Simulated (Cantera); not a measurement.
What does this Cantera script print?

```python
import numpy as np
import cantera as ct

gas_names = [...]  # 123 gases of nasa_gas.yaml made of C, H, O, Si
cond_names = """
    C(gr) C6H6(L) C7H8(L) C8H18(L),n-octa H2O(s) H2O(L) Si(cr) Si(L) SiC(b) SiO2(Lqz) SiO2(hqz) SiO2(L)
""".split()


# ... load() reads the species with a 1 bar reference pressure and builds the phases ...
atoms = {
    'SiC': {'Si': 1, 'C': 1},
    'H2O': {'H': 2, 'O': 1},
    'H2': {'H': 2},
}
top_T = {'C(gr)': 4500, 'SiC(b)': 3050}  # K; cautious upper limits of use, not melting points


# ... equilibrate(T, P, feed) seeds the gas with the atoms and calls Mixture.equilibrate('TP', solver="vcs", rtol=1e-11, max_steps=5000) ...
results = []
feed = {'SiC': 1, 'H2O': 4.4, 'H2': 10}  # mol
P = 51  # Pa
for T in [1500, 1525, 1550, 1575, 1600, 1625, 1650, 1675, 1700, 1725, 1750]:
    mix = equilibrate(T, P, feed)
    results.append((T, P, feed, dict(zip(mix.species_names, mix.species_moles))))

top = {s: max(r[3][s] / sum(r[3][g] for g in gas_names) for r in results) for s in gas_names}
cols = sorted((s for s in top if top[s] > 0.001), key=lambda s: -top[s])[:9]
seen = [c for c in cond_names if any(r[3].get(c, 0) > 1e-12 for r in results)]
print("log10 of partial pressures in bar; condensed amounts in mol")
print(f"{'T/K':>10s}" + "".join(f"{s[:9]:>10s}" for s in cols + seen))
for T, P, feed, n in results:
    ng = sum(n[g] for g in gas_names)
    print(f"{T:10.4g}" + "".join(f"{np.log10(max(n[s] / ng * P / 1e5, 1e-99)):10.3f}" for s in cols)
          + "".join(f"{n.get(c, 0):10.4g}" for c in seen))
```

Result:

```
log10 of partial pressures in bar; condensed amounts in mol
       T/K        H2       H2O        CO       SiO         H       CO2 SiO2(hqz)   SiO2(L)
      1500    -3.365    -4.346    -4.497    -7.785    -6.437    -5.891    0.9995         0
      1525    -3.365    -4.346    -4.497    -7.477    -6.309    -5.907     0.999         0
      1550    -3.366    -4.345    -4.496    -7.179    -6.185    -5.922     0.998         0
      1575    -3.366    -4.344    -4.496    -6.892    -6.064    -5.937    0.9961         0
      1600    -3.366    -4.343    -4.496    -6.614    -5.948    -5.950    0.9926         0
      1625    -3.367    -4.341    -4.496    -6.346    -5.835    -5.962    0.9864         0
      1650    -3.368    -4.338    -4.496    -6.089    -5.726    -5.972    0.9753         0
      1675    -3.370    -4.333    -4.496    -5.842    -5.620    -5.979    0.9563         0
      1700    -3.372    -4.324    -4.497    -5.607    -5.518    -5.983         0    0.9248
      1725    -3.376    -4.311    -4.499    -5.388    -5.419    -5.981         0     0.875
      1750    -3.382    -4.293    -4.502    -5.185    -5.324    -5.972         0     0.799
```

Cantera equilibrium calculation (NASA polynomials, part measured and part estimated; ideal gas, pure solids and liquids). The tables hold silica as quartz up to 1696 K and as liquid above; real silica turns to tridymite and cristobalite and melts near 1996 K.
